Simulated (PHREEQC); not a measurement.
0.069 g of hydrous ferric oxide (600 m²/g; 0.2 weak and 0.005 strong sites per Fe, Dzombak-Morel constants, diffuse double layer) in 1 kg of water with 0.001 mol/kgw of an inert sodium salt and 2.1e-05 mol ZnCl2, at 25 °C; the pH is set by adding NaOH or the inert anion's acid. Oxygen is held at 0.21 atm. The system is closed to CO2. Precipitation was switched off in this run.

Base run: PHREEQC, ion-association model, wateq4f.dat. Each further column changes one thing. The table gives surface charge σ (C/m²).

```json
[
 {"pH": "3", "base": "0.254", "background salt from 0.001 to 0.0001 mol/kgw": "0.227", "oxide from 0.069 to 0.35 g/kgw": "[?]", "0.00043 mol/kgw CuSO4 added": "0.021"},
 {"pH": "3.5", "base": "0.176", "background salt from 0.001 to 0.0001 mol/kgw": "[?]", "oxide from 0.069 to 0.35 g/kgw": "0.181", "0.00043 mol/kgw CuSO4 added": "0.018"},
 {"pH": "4", "base": "0.120", "background salt from 0.001 to 0.0001 mol/kgw": "[?]", "oxide from 0.069 to 0.35 g/kgw": "0.123", "0.00043 mol/kgw CuSO4 added": "0.017"},
 {"pH": "4.5", "base": "0.080", "background salt from 0.001 to 0.0001 mol/kgw": "0.042", "oxide from 0.069 to 0.35 g/kgw": "[?]", "0.00043 mol/kgw CuSO4 added": "0.016"},
 {"pH": "5", "base": "0.052", "background salt from 0.001 to 0.0001 mol/kgw": "0.024", "oxide from 0.069 to 0.35 g/kgw": "0.052", "0.00043 mol/kgw CuSO4 added": "0.016"},
 {"pH": "5.5", "base": "0.032", "background salt from 0.001 to 0.0001 mol/kgw": "0.014", "oxide from 0.069 to 0.35 g/kgw": "0.033", "0.00043 mol/kgw CuSO4 added": "0.019"},
 {"pH": "6", "base": "0.020", "background salt from 0.001 to 0.0001 mol/kgw": "[?]", "oxide from 0.069 to 0.35 g/kgw": "0.020", "0.00043 mol/kgw CuSO4 added": "0.022"},
 {"pH": "6.5", "base": "0.012", "background salt from 0.001 to 0.0001 mol/kgw": "[?]", "oxide from 0.069 to 0.35 g/kgw": "0.011", "0.00043 mol/kgw CuSO4 added": "0.026"},
 {"pH": "7", "base": "0.007", "background salt from 0.001 to 0.0001 mol/kgw": "0.003", "oxide from 0.069 to 0.35 g/kgw": "[?]", "0.00043 mol/kgw CuSO4 added": "0.026"},
 {"pH": "7.5", "base": "0.004", "background salt from 0.001 to 0.0001 mol/kgw": "0.002", "oxide from 0.069 to 0.35 g/kgw": "0.003", "0.00043 mol/kgw CuSO4 added": "0.023"},
 {"pH": "8", "base": "0.002", "background salt from 0.001 to 0.0001 mol/kgw": "0.001", "oxide from 0.069 to 0.35 g/kgw": "0.001", "0.00043 mol/kgw CuSO4 added": "0.018"},
 {"pH": "8.5", "base": "0.000", "background salt from 0.001 to 0.0001 mol/kgw": "0.000", "oxide from 0.069 to 0.35 g/kgw": "-0.001", "0.00043 mol/kgw CuSO4 added": "0.013"},
 {"pH": "9", "base": "-0.003", "background salt from 0.001 to 0.0001 mol/kgw": "-0.001", "oxide from 0.069 to 0.35 g/kgw": "-0.004", "0.00043 mol/kgw CuSO4 added": "0.007"}
]
```

Task: Complete the blanks.

Result: 
- 3, oxide from 0.069 to 0.35 g/kgw: 0.259
- 3.5, background salt from 0.001 to 0.0001 mol/kgw: 0.132
- 4, background salt from 0.001 to 0.0001 mol/kgw: 0.074
- 4.5, oxide from 0.069 to 0.35 g/kgw: 0.082
- 6, background salt from 0.001 to 0.0001 mol/kgw: 0.008
- 6.5, background salt from 0.001 to 0.0001 mol/kgw: 0.005
- 7, oxide from 0.069 to 0.35 g/kgw: 0.006

The oxide is taken as insoluble; below pH 4 it would dissolve. In at least one series the solution becomes supersaturated in solids that the run did not let form, among them Cu(OH)2, Brochantite, Antlerite, Atacamite, Zn(OH)2-e. The database's constant for dissolved Cu(OH)2 is higher than later reviews accept.
